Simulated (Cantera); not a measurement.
SiHCl₃ + NH₃ + H₂ (silicon nitride deposition)

Input: 1 mol SiHCl₃, a varied amount of NH₃, 53 mol H₂, at 160 Pa.

Cantera equilibrium calculation (NASA polynomials, part measured and part estimated; ideal gas, pure solids and liquids). Candidate condensed phases: NH₄Cl, Si, Si₃N₄; 28 gas species. Mutual solubility and eutectic melting of coexisting phases are not modelled. The tables' values for SiCl₃ are old estimates. Equilibrium is a limit: real reactors are often held back by kinetics, nucleation or transport.

Stable condensed phases:

```
T in K \ n(NH₃) in mol
         0.12 0.18 0.28 0.43 0.66    1  1.6  2.5  3.8  5.9  9.1   14
   1923     A    A    A    A    A    A    A    B    B    B    B    B
   1823     A    A    A    A    A    A    A    A    A    A    A    A
   1723     A    A    A    A    A    A    A    A    A    A    A    A
   1623     A    A    A    A    A    A    A    A    A    A    A    A
   1523     A    A    A    A    A    A    A    A    A    A    C    C
   1423     A    A    A    A    A    D    D    C    C    C    C    C
   1323     D    D    D    D    D    C    C    C    C    C    C    C
   1223     D    D    D    D    D    C    C    C    C    C    C    C
   1123     D    D    D    D    D    C    C    C    C    C    C    C
   1023     D    D    D    D    D    C    C    C    C    C    C    C
    923     D    D    D    D    C    C    C    C    C    C    C    C
    823     D    D    D    C    C    C    C    C    C    C    C    C
    723     D    D    D    C    C    C    C    C    C    C    C    C
```

A: Si; B: gas only; C: Si₃N₄; D: Si + Si₃N₄.
